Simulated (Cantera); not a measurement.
An isothermal, constant-pressure homogeneous reactor starts with 13.9 % C₂H₆, 86.1 % N₂, at 1925 K and 1.00 bar.

Computed with Cantera and GRI-Mech 3.0 (53 species, 325 reactions). GRI-Mech 3.0 stops at C3 and has no aromatics, soot or wall deposition, so with more carbon than oxygen in the feed, carbon stays in small species such as C2H2 where larger ones or solid carbon would form.

One state of this run: x C₂H₆ = 3.67e-5; x CH₂ = 2.44e-6; x HCN = 8.11e-6; x C₂H₂ = 0.0947; x H = 0.000337; x CH₃ = 0.00122; x C₂H = 2.63e-6. x: mole fraction; the columns are a selection and need not sum to one.

Which value of t (s) does it belong to?
A. 0.162
B. 0.000111
C. 0.00880
D. 0.000476

D, 0.000476
